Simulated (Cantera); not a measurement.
Input (Python, Cantera) and output of one run.

```python
import numpy as np
import cantera as ct

gas_names = """
    C CN CO CO2 C2 CCN CNC C2N2 C2O C3 C3O2 C4 C4N2 C5 N NCO NO NO2 NO3 N2 N2O O O2 O3 Ti TiO TiO2
""".split()
cond_names = """
    C(gr) Ti(a) Ti(b) Ti(L) TiC(s) TiC(L) TiN(s) TiN(L) TiO(a) TiO(b) TiO(L) TiO2(ru) TiO2(L) Ti2O3(a)
    Ti2O3(b) Ti2O3(L) Ti3O5(a) Ti3O5(b) Ti3O5(L) Ti4O7(s) Ti4O7(L)
""".split()


def load(file, names, dense=False):
    # The tables refer to 1 bar. Condensed volumes are neglected.
    table = {s.name: s for s in ct.Species.list_from_file(file)}
    out = []
    for n in names:
        d = dict(table[n].input_data)
        d["thermo"] = dict(d["thermo"], **{"reference-pressure": 1e5})
        if dense:
            d["equation-of-state"] = {"model": "constant-volume", "density": "1e6 g/cm^3"}
        out.append(ct.Species.from_dict(d))
    return out


gas = ct.Solution(thermo="ideal-gas", species=load("nasa_gas.yaml", gas_names))
cond = {s.name: ct.Solution(thermo="fixed-stoichiometry", species=[s], name=s.name)
        for s in load("nasa_condensed.yaml", cond_names, dense=True)}
atoms = {
    'TiO2': {'Ti': 1, 'O': 2},
    'CO': {'C': 1, 'O': 1},
    'N2': {'N': 2},
}
top_T = {'C(gr)': 4500}  # K; cautious upper limits of use, not melting points


def equilibrate(T, P, feed):
    n = {}
    for name, mol in feed.items():
        for a, k in atoms[name].items():
            n[a] = n.get(a, 0.0) + k * mol
    gas.TPX = T, P, n
    mass = sum(n.values()) * gas.mean_molecular_weight
    gas.equilibrate("TP")
    valid = [c for c in cond.values() if c.min_temp <= T <= top_T.get(c.name, c.max_temp)]
    mix = ct.Mixture([(gas, mass / gas.mean_molecular_weight)] + [(c, 0.0) for c in valid])
    mix.T, mix.P = T, P
    mix.equilibrate("TP", solver="vcs", rtol=1e-11, max_steps=5000)
    return mix


results = []
feed = {'TiO2': 1, 'CO': 2, 'N2': 0.4}  # mol
T = 1700  # K
P = 133.322  # Pa
mix = equilibrate(T, P, feed)
results.append((T, P, feed, dict(zip(mix.species_names, mix.species_moles))))
x = sorted(zip(gas.X, gas.species_names), reverse=True)
print(f"T = {T:g} K  P = {P:g} Pa  gas = {mix.phase_moles(0):.4g} mol")
print("   x: " + "  ".join(f"{s} {v:.3e}" for v, s in x if v > 0.001))
print("   condensed (mol): " + ("  ".join(f"{mix.phase(i).name} {mix.phase_moles(i):.4g}"
      for i in range(1, mix.n_phases) if mix.phase_moles(i) > 1e-12) or "none"))
```

It prints:

```
T = 1700 K  P = 133.322 Pa  gas = 2.4 mol
   x: CO 8.191e-01  N2 1.667e-01  CO2 1.423e-02
   condensed (mol): TiO2(ru) 0.8634  Ti4O7(s) 0.03415
```

These are equilibrium values from Cantera (NASA tables, ideal gas, pure condensed phases), not measurements of a reactor. Mutual solubility and eutectic melting of coexisting phases are not modelled. Condensed phases not in the tables: Magnéli phases beyond Ti4O7.
